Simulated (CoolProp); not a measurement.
A single-stage vapour-compression cycle with hydrogen sulfide: evaporating at 216.15 K (dew point), condensing at 257.15 K (bubble point), superheat 0 K, subcooling 5 K, compressor efficiency 0.8, no pressure losses. Each further row changes one setting.

Model: reference Helmholtz-energy equation of state, Lemmon 2006, in CoolProp. It is a short technical equation, of lower accuracy than the large ones.

```tsv
case	cooling COP	pressure ratio	discharge temperature (K)	refrigerating effect (kJ/kg)	volumetric capacity (kJ/m³)
as stated	3.59	5.24	350.6	470	1090
evaporating temperature 221.15 K	4.29	4.13	335.3	474	1370
condensing temperature 252.15 K	4.18	4.42	334.4	480	1120
subcooling 10 K	3.67	5.24	350.6	480	1120
superheat 10 K	3.49	5.24	366.5	480	1060
compressor efficiency 0.7	3.14	5.24	368.2	470	1090
```
